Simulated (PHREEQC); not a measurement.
A solution holds 0.0045 mol/kgw FeSO4, at 65 °C. Closed to the air; pH follows from the charge balance.

Computed with PHREEQC (ion-association model, wateq4f.dat).

Each row changes one thing in this solution. No solid was allowed to form.

```csv
case,pH,ionic strength (mol/kgw),SO4-2 (mol/kgw),Fe+2 (mol/kgw),FeSO4 (mol/kgw),FeOH+ (mol/kgw),SI of Melanterite (FeSO4:7H2O)
as made,5.62,0.0127,0.00318,0.00318,0.00132,4.08e-6,-3.57
0.0017 mol/kgw KOH added,8.40,0.0127,0.00354,0.00198,0.000917,0.00154,-3.73
temperature from 65 to 60 °C,(withheld),0.0129,0.00323,0.00323,0.00127,3.48e-6,-3.52
FeSO4 from 0.0045 to 0.0225 mol/kgw,5.50,(withheld),0.0123,0.0123,0.0102,9.62e-6,-2.68
FeSO4 from 0.0045 to 0.00495 mol/kgw,5.61,0.0138,0.00345,0.00344,0.00150,4.29e-6,-3.52
7.4e-05 mol/kgw Na2SO4 added,5.62,0.0129,0.00324,0.00316,0.00133,4.08e-6,-3.57
```

Q: Complete the blanks.

A: 
- temperature from 65 to 60 °C, pH: 5.67
- FeSO4 from 0.0045 to 0.0225 mol/kgw, ionic strength (mol/kgw): 0.0492

Complexes and solids missing from the database can't appear. Constants without temperature data keep their 25 °C values here.
